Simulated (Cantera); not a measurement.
An adiabatic, constant-volume homogeneous reactor starts with CH3OH : O2 : N2 : H2O = 1 : 0.6 : 2.26 : 0.26 (molar parts), at 1348 K and 14.0 bar. Integrator tolerance rtol = 1e-08.

Model: GRI-Mech 3.0 (53 species, 325 reactions), integrated in Cantera. GRI-Mech 3.0 was tuned for natural gas; its chemistry of methanol as a main component is partial and can be far from experiment. The pressure lies above the range GRI-Mech 3.0 was tuned for (to about 10 atm).

Problem. What does this change do: pressure from 14.0 bar to 0.220 bar?

Solution. 
| quantity | before | after |
|---|---|---|
| time of steepest temperature rise | 89.3 µs | 2.95 ms |
| temperature at 0.100 s | 2565 K | 2471 K |
| equilibrium temperature | 2565 K | 2471 K |
| x(CH3OH) at 0.100 s | 8.33e-11 (gas-phase equilibrium 8.56e-11) | <1e-12 (gas-phase equilibrium <1e-12) |
| x(O2) at 0.100 s | 3.26e-6 (gas-phase equilibrium 3.26e-6) | 8.59e-5 (gas-phase equilibrium 8.59e-5) |
| x(H2O) at 0.100 s | 0.232 (gas-phase equilibrium 0.232) | 0.226 (gas-phase equilibrium 0.226) |
| x(H) at 0.100 s | 0.00234 (gas-phase equilibrium 0.00234) | 0.0125 (gas-phase equilibrium 0.0125) |
| x(HCN) at 0.100 s | 2.25e-6 (gas-phase equilibrium 2.25e-6) | 3.36e-8 (gas-phase equilibrium 3.37e-8) |
| x(C2H4) at 0.100 s | <1e-12 (gas-phase equilibrium <1e-12) | <1e-12 (gas-phase equilibrium <1e-12) |
| x(H2) at 0.100 s | 0.175 (gas-phase equilibrium 0.175) | 0.172 (gas-phase equilibrium 0.172) |

Problem. What does this change do: CH3OH 1 to 0.38 parts?

Solution. 
| quantity | before | after |
|---|---|---|
| time of steepest temperature rise | 89.3 µs | 0.110 ms |
| temperature at 0.100 s | 2565 K | 2938 K |
| equilibrium temperature | 2565 K | 2938 K |
| x(CH3OH) at 0.100 s | 8.33e-11 (gas-phase equilibrium 8.56e-11) | <1e-12 (gas-phase equilibrium <1e-12) |
| x(O2) at 0.100 s | 3.26e-6 (gas-phase equilibrium 3.26e-6) | 0.0170 (gas-phase equilibrium 0.0170) |
| x(H2O) at 0.100 s | 0.232 (gas-phase equilibrium 0.232) | 0.248 (gas-phase equilibrium 0.248) |
| x(H) at 0.100 s | 0.00234 (gas-phase equilibrium 0.00234) | 0.00250 (gas-phase equilibrium 0.00250) |
| x(HCN) at 0.100 s | 2.25e-6 (gas-phase equilibrium 2.25e-6) | 7.28e-9 (gas-phase equilibrium 7.28e-9) |
| x(C2H4) at 0.100 s | <1e-12 (gas-phase equilibrium <1e-12) | <1e-12 (gas-phase equilibrium <1e-12) |
| x(H2) at 0.100 s | 0.175 (gas-phase equilibrium 0.175) | 0.0120 (gas-phase equilibrium 0.0120) |
